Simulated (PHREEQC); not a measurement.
A made-up water analysis in mg/L, 25 °C, pH 6.69, pe 10.4: Na 11.3; K 9.62; Ca 18.3; Mg 25.9; Cl 74.4; S(6) as SO4 6.92; Alkalinity as HCO3 96.4; Si as SiO2 0.345; Br 0.0555.

Valence states are taken as typed.

All values are PHREEQC results (ion-association model, phreeqc.dat), not measurements.

No solid was allowed to form.

Task: Estimate the specific conductance.

Result: specific conductance 414 µS/cm.

Task: In which forms is Mg present?

Result: Mg+2 98 %, MgHCO3+ 1.3 %, MgSO4 0.8 % of the Mg.
